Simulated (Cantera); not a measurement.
An isothermal, constant-pressure homogeneous reactor starts with 1.14 % CH₄, 2.37 % O₂, 87.7 % N₂, 8.77 % H₂, equivalence ratio 2.8, at 1275 K and 1.01 bar.

Computed with Cantera and GRI-Mech 3.0 (53 species, 325 reactions). The temperature is held fixed by assumption; the heat of reaction is taken as removed at once.

x: mole fraction; the columns are a selection and need not sum to one.

| t (s) | x CH₄ | x O₂ | x H | x C₂H₆ | x NO₂ | x OH |
|---|---|---|---|---|---|---|
| 0.000500 | 0.00974 | 0.0206 | 0.000156 | 0.000228 | 1.69e-12 | 7.16e-6 |
| 0.00158 | 0.00712 | 0.0128 | 0.000116 | 0.000175 | 5.57e-12 | 4.04e-6 |
| 0.00500 | 0.00509 | 0.00517 | 5.62e-5 | 7.98e-5 | 6.69e-12 | 1.14e-6 |
| 0.0158 | (withheld) | (withheld) | (withheld) | (withheld) | 5.40e-12 | (withheld) |
| 0.0500 | 0.00388 | 0.000508 | 6.39e-6 | 9.85e-6 | 3.85e-12 | 5.65e-8 |
| 0.158 | 0.00378 | 0.000154 | 2.08e-6 | 3.35e-6 | 2.30e-12 | 1.63e-8 |
| 0.500 | 0.00375 | 4.45e-5 | 7.07e-7 | 1.22e-6 | <1e-12 | 5.34e-9 |
| 1.58 | 0.00374 | 1.03e-5 | 2.98e-7 | 5.52e-7 | <1e-12 | 2.22e-9 |
| 5.00 | 0.00375 | 8.17e-7 | 2.04e-7 | 3.87e-7 | <1e-12 | 1.51e-9 |
| 15.8 | 0.00376 | 8.19e-10 | 1.96e-7 | 3.71e-7 | <1e-12 | 1.44e-9 |
| 50.0 | 0.00381 | <1e-12 | 1.95e-7 | 3.61e-7 | <1e-12 | 1.42e-9 |

Question: Some entries are withheld; supply them.

Answer: 
- 0.0158, x CH₄: 0.00420
- 0.0158, x O₂: 0.00166
- 0.0158, x H: 1.98e-5
- 0.0158, x C₂H₆: 2.93e-5
- 0.0158, x OH: 2.35e-7
